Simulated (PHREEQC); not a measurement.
0.98 g of hydrous ferric oxide (600 m²/g; 0.2 weak and 0.005 strong sites per Fe, Dzombak-Morel constants, diffuse double layer) in 1 kg of water with 0.01 mol/kgw of an inert sodium salt and 0.00026 mol Ag2SO4 and 1.4e-05 mol NaF, at 25 °C; the pH is set by adding NaOH or the inert anion's acid. O2 is buffered at 0.21 atm. The system is closed to CO2. No solid was allowed to form.

The series has 17 steps of pH, from 3 to 9.

Computed with PHREEQC (ion-association model, wateq4f.dat).

Question: Near which pH is half of the S sorbed, and on which side is more sorbed?

Answer: Near pH 6.7, with more sorbed at lower pH.

Question: Near which pH is half of the Ag sorbed, and on which side is more sorbed?

Answer: Near pH 8.1, with more sorbed at higher pH.

Question: Near which pH is half of the F sorbed, and on which side is more sorbed?

Answer: Near pH 6.5, with more sorbed at lower pH.

The oxide is taken as insoluble; below pH 4 it would dissolve.
